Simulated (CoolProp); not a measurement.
Computed with CoolProp (reference Helmholtz-energy equation of state, Penoncello 2003).

Q: For CHF3 (R23), give the phase and the cp (kJ/(kg K)), cv (kJ/(kg K)), viscosity (µPa s) at 311.4 K and 153 kPa; 311.4 K and 314 kPa; 311.4 K and 1320 kPa.

A: 
- 311.4 K and 153 kPa: gas; cp 0.758, cv 0.633, viscosity 15.5
- 311.4 K and 314 kPa: gas; cp 0.769, cv 0.637, viscosity 15.5
- 311.4 K and 1320 kPa: gas; cp 0.850, cv 0.664, viscosity 15.7

Viscosity comes from a separate model (Shan 2000).
